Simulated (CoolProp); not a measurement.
Vapour-liquid equilibrium of fluoroethane (R161) (1) + R1234yf (2) at 228 K; x and y are mole fractions of (1).

Values from CoolProp's multi-fluid Helmholtz-energy mixture model, Wu 2012 and Lemmon 2022; pair parameters Bell 2016.

```json
[
 {"x": "0.05", "bubble pressure (MPa)": "0.04971", "y at the bubble point": "0.080", "dew pressure at overall composition x (MPa)": "0.04908", "liquid density (mol/L)": "11.66"},
 {"x": "0.15", "bubble pressure (MPa)": "0.05284", "y at the bubble point": "0.223", "dew pressure at overall composition x (MPa)": "0.05120", "liquid density (mol/L)": "12.09"},
 {"x": "0.25", "bubble pressure (MPa)": "0.05576", "y at the bubble point": "0.346", "dew pressure at overall composition x (MPa)": "0.05346", "liquid density (mol/L)": "12.54"},
 {"x": "0.35", "bubble pressure (MPa)": "0.05846", "y at the bubble point": "0.454", "dew pressure at overall composition x (MPa)": "0.05585", "liquid density (mol/L)": "13.03"},
 {"x": "0.45", "bubble pressure (MPa)": "0.06092", "y at the bubble point": "0.551", "dew pressure at overall composition x (MPa)": "0.05835", "liquid density (mol/L)": "13.55"},
 {"x": "0.55", "bubble pressure (MPa)": "0.06316", "y at the bubble point": "___", "dew pressure at overall composition x (MPa)": "0.06090", "liquid density (mol/L)": "14.12"},
 {"x": "0.65", "bubble pressure (MPa)": "0.06517", "y at the bubble point": "0.721", "dew pressure at overall composition x (MPa)": "0.06344", "liquid density (mol/L)": "14.72"},
 {"x": "0.75", "bubble pressure (MPa)": "0.06697", "y at the bubble point": "0.800", "dew pressure at overall composition x (MPa)": "0.06585", "liquid density (mol/L)": "15.37"},
 {"x": "0.85", "bubble pressure (MPa)": "0.06856", "y at the bubble point": "0.878", "dew pressure at overall composition x (MPa)": "___", "liquid density (mol/L)": "16.07"},
 {"x": "0.95", "bubble pressure (MPa)": "0.06993", "y at the bubble point": "0.958", "dew pressure at overall composition x (MPa)": "0.06980", "liquid density (mol/L)": "___"}
]
```

Task: Fill in the missing entries.

Result: 
- 0.55, y at the bubble point: 0.639
- 0.85, dew pressure at overall composition x (MPa): 0.06801
- 0.95, liquid density (mol/L): 16.83

No azeotrope shows between x = 0.05 and 0.95.

The pair parameters rest on a limited set of measurements; away from them the model extrapolates.
